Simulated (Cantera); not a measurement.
Input (Python, Cantera):

```python
import numpy as np
import cantera as ct

gas = ct.Solution("gri30.yaml")
gas.TPX = 1650, 90000, {'C2H6': 1, 'H2': 53}
reactor = ct.IdealGasConstPressureReactor(gas, energy="off", clone=False)
net = ct.ReactorNet([reactor])
net.rtol, net.atol = 1e-08, 1e-18
show = ['C2H6', 'H2', 'CH2', 'C2H2', 'H', 'C2H']
times = np.geomspace(5e-05, 200, 9)

steps = ct.SolutionArray(gas, extra=["t"])
rows = []
print(f"{'t/s':>10s}{'T/K':>9s}{'P/Pa':>11s}" + "".join(f"{s:>11s}" for s in show))
for t in times:
    while net.time < t:
        t_next = net.step()
        steps.append(gas.state, t=t_next)
    rows.append([np.interp(t, steps.t, y) for y in (steps.T, steps.P, *steps(*show).X.T)])
    print(f"{t:10.3e}{rows[-1][0]:9.1f}{rows[-1][1]:11.4g}" + "".join(f"{x:11.3e}" for x in rows[-1][2:]))
rate = np.gradient(steps.T, steps.t)
print("integrator steps:", len(steps.t))
if steps.T.max() > steps.T[0] + 200:
    print(f"time of steepest temperature rise: {steps.t[rate.argmax()]:.4e} s")
gas.TPX = 1650, 90000, {'C2H6': 1, 'H2': 53}
gas.equilibrate("TP")
print(f"equilibrium (TP): T = {gas.T:.1f} K  " + "  ".join(f"{s} {gas[s].X[0]:.3e}" for s in show))
```

Result:

```
       t/s      T/K       P/Pa       C2H6         H2        CH2       C2H2          H        C2H
 5.000e-05   1650.0      9e+04  3.348e-04  9.721e-01  2.077e-07  2.135e-03  7.482e-04  7.167e-09
 3.344e-04   1650.0      9e+04  8.642e-06  9.726e-01  7.775e-09  5.192e-03  1.408e-04  3.280e-09
 2.236e-03   1650.0      9e+04  2.512e-06  9.726e-01  3.466e-09  7.982e-03  9.495e-05  3.399e-09
 1.495e-02   1650.0      9e+04  1.711e-06  9.727e-01  3.390e-09  8.601e-03  9.454e-05  3.647e-09
 1.000e-01   1650.0      9e+04  1.682e-06  9.729e-01  3.329e-09  8.774e-03  9.467e-05  3.725e-09
 6.687e-01   1650.0      9e+04  1.606e-06  9.734e-01  3.154e-09  9.265e-03  9.506e-05  3.947e-09
 4.472e+00   1650.0      9e+04  1.589e-06  9.736e-01  3.112e-09  9.381e-03  9.515e-05  4.000e-09
 2.991e+01   1650.0      9e+04  1.589e-06  9.736e-01  3.112e-09  9.381e-03  9.515e-05  4.000e-09
 2.000e+02   1650.0      9e+04  1.589e-06  9.736e-01  3.112e-09  9.381e-03  9.515e-05  4.000e-09
integrator steps: 963
equilibrium (TP): T = 1650.0 K  C2H6 1.589e-06  H2 9.736e-01  CH2 3.112e-09  C2H2 9.381e-03  H 9.515e-05  C2H 4.000e-09
```

Model: GRI-Mech 3.0 (53 species, 325 reactions), integrated in Cantera. GRI-Mech 3.0 stops at C3 and has no aromatics, soot or wall deposition, so with more carbon than oxygen in the feed, carbon stays in small species such as C2H2 where larger ones or solid carbon would form.
